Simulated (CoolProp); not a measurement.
Vapour-liquid equilibrium of CH2F2 (R32) (1) + R125 (2) at 0.741 bar; x and y are mole fractions of (1).

Values from CoolProp's multi-fluid Helmholtz-energy mixture model, Tillner-Roth 1997 and Lemmon 2005; pair parameters Lemmon 2004.

| x | bubble temperature, mixture model (K) | bubble temperature, Raoult's law (K) | y, mixture model | y, Raoult's law |
|---|---|---|---|---|
| 0.05 | 218.6 | 218.7 | 0.064 | 0.059 |
| 0.15 | 218.0 | 218.3 | 0.187 | 0.174 |
| 0.25 | 217.5 | 218.0 | 0.301 | 0.285 |
| 0.35 | 217.0 | 217.6 | 0.407 | 0.392 |
| 0.45 | 216.5 | 217.3 | 0.506 | 0.494 |
| 0.55 | 216.2 | 217.0 | 0.597 | 0.594 |
| 0.65 | 215.9 | 216.6 | 0.685 | 0.689 |
| 0.75 | 215.6 | 216.3 | 0.770 | 0.782 |
| 0.85 | 215.5 | 216.0 | 0.856 | 0.871 |
| 0.95 | 215.5 | 215.7 | 0.948 | 0.958 |

The largest gap from Raoult's law is -0.8 K in bubble temperature, at x = 0.55. y crosses x between x = 0.85 and 0.95: the model has an azeotrope there.

The pair parameters rest on a limited set of measurements; away from them the model extrapolates.
